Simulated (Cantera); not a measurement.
Input: 1 mol B, 6.5 mol O₂, 0.15 mol N₂, held at 1975 K and 1700 Pa.

These are equilibrium values from Cantera (NASA tables, ideal gas, pure condensed phases), not measurements of a reactor. Candidate condensed phases: B, BN, B₂O₃; 17 gas species. The numbers say what is thermodynamically allowed, not how fast it happens.

Problem. What is the equilibrium state?

Solution. 
| Item | Result |
|---|---|
| x(O₂) | 0.883 |
| x(B₂O₃) | 0.0664 |
| x(BO₂) | 0.0223 |
| x(N₂) | 0.0220 |
| x(O) | 0.00397 |
| x(NO) | 0.00245 |
| x(BO) | 2.85e-5 |
| x(NO₂) | 1.18e-6 |
| gas amount | 6.449 mol |
| log10 activity of B(s) (absent) | -10.12 |
